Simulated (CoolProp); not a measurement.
Properties of R407C along the isobar 0.656 MPa.

Values from CoolProp's reference Helmholtz-energy equation of state, Lemmon 2003. It is a pseudo-pure fit of the blend.

| T (K) | phase | speed of sound (m/s) | Joule-Thomson coefficient (K/MPa) | isothermal compressibility (1/MPa) | fugacity coefficient |
|---|---|---|---|---|---|
| 305.5 | gas | 168.8 | 19.90 | 1.715 | 0.9068 |
| 329.8 | gas | 178.5 | 15.00 | 1.655 | 0.9296 |
| 354.1 | gas | 187.1 | 11.74 | 1.620 | 0.9456 |
| 378.4 | gas | 194.8 | 9.429 | 1.597 | 0.9573 |
| 402.7 | gas | 202.0 | 7.737 | 1.580 | 0.9660 |
| 427.1 | gas | 208.8 | 6.452 | 1.568 | 0.9727 |
| 451.4 | gas | 215.2 | 5.461 | 1.560 | 0.9779 |
| 475.7 | gas | 221.3 | 4.676 | 1.553 | 0.9820 |
| 500 | gas | 227.2 | 4.043 | 1.547 | 0.9853 |
